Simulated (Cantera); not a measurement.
## Transport properties of process gases

Gas mixture: 46.2 % N₂O, 53.8 % N₂, at 101000 Pa, frozen composition.

Cantera's kinetic-theory transport with the Lennard-Jones parameters of GRI-Mech 3.0, ideal gas; thermal conductivity in the mixture-averaged form.

```csv
T (K),ρ (kg/m³),cp (J/kg/K),μ (µPa s),λ (mW/m/K),Pr,D (cm²/s) H₂,D (cm²/s) N₂,D (cm²/s) OH
400,1.08,1003,20.8,29.2,0.716,1.17,0.264,0.465
500,0.863,1049,24.8,36.2,0.720,1.71,0.391,0.684
600,0.719,1090,28.5,43.0,0.721,2.33,0.538,0.934
700,0.616,1127,31.9,49.7,0.723,3.01,0.701,1.21
800,0.539,1161,35.0,56.1,0.726,3.77,0.880,1.52
900,0.479,1193,38.0,62.3,0.729,4.58,1.08,1.85
1000,0.431,1218,40.9,68.3,0.730,5.46,1.28,2.21
```
D: mixture-averaged diffusion coefficient of that species in the mixture.
